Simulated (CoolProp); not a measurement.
Vapour-liquid equilibrium of hydrogen chloride (1) + propane (2) at 301.4 K; x and y are mole fractions of (1).

Model: multi-fluid Helmholtz-energy mixture model, Thol 2018 and Lemmon 2009; pair parameters Bell 2016, in CoolProp.

```csv
x,"bubble pressure, mixture model (MPa)","bubble pressure, Raoult's law (MPa)","y, mixture model","y, Raoult's law"
0.05,1.328,1.236,0.215,0.206
0.2,2.142,1.845,0.518,0.552
0.35,2.830,2.454,0.651,0.726
0.5,3.416,3.063,0.734,0.831
0.65,3.948,3.672,0.803,0.902
0.8,4.460,4.281,0.876,0.952
0.95,4.945,4.889,0.965,0.989
```

The largest gap from Raoult's law is +16.1 % in bubble pressure, at x = 0.2. No azeotrope shows between x = 0.05 and 0.95.

Pair parameters are fitted to limited data, so mixtures are less certain than the pure fluids.
